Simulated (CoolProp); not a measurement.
Vapour-liquid equilibrium of benzene (1) + n-decane (2) at 322 K; x and y are mole fractions of (1).

Values from CoolProp's multi-fluid Helmholtz-energy mixture model, Thol 2012 and Lemmon 2006; pair parameters Bell 2016.

Q: Give the bubble pressure and the first vapour's composition at x = 0.2, 0.5, 0.95. Is there an azeotrope?

A: x = 0.2: 8.945 kPa, y = 0.926; x = 0.5: 19.59 kPa, y = 0.977; x = 0.95: 32.98 kPa, y = 0.998. No azeotrope shows between x = 0.05 and 0.95.

Pair parameters are fitted to limited data, so mixtures are less certain than the pure fluids.
